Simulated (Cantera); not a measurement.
Charge: 1 mol Al, 6.9 mol NH3, 71 mol N2, at 1848 K and 225 Torr.

Equilibrium computed with Cantera from the NASA thermochemical tables; the gas is ideal and each condensed phase is pure. Candidate condensed phases: Al, AlN; 13 gas species. The numbers say what is thermodynamically allowed, not how fast it happens.

Base state: N2 0.877, H2 0.123, H 0.000339 (mole fractions); condensed: AlN(s).

Problem. What changes in the equilibrium state with this change: Al replaced by AlCl3?

Solution. 
```json
[
 {"species": "N2", "before": "0.877", "after": "0.860"},
 {"species": "H2", "before": "0.123", "after": "0.110"},
 {"species": "HCl", "before": "0", "after": "0.0183"},
 {"species": "AlCl", "before": "0", "after": "0.00819"},
 {"species": "AlCl2", "before": "0", "after": "0.00201"},
 {"species": "AlCl3", "before": "0", "after": "0.00135"},
 {"species": "AlN(s), mol", "before": "0.999", "after": "0"}
]
```
The tables' values for AlCl2 are old estimates; treat these amounts as uncertain. Further candidate phases: AlCl3, NH4Cl.
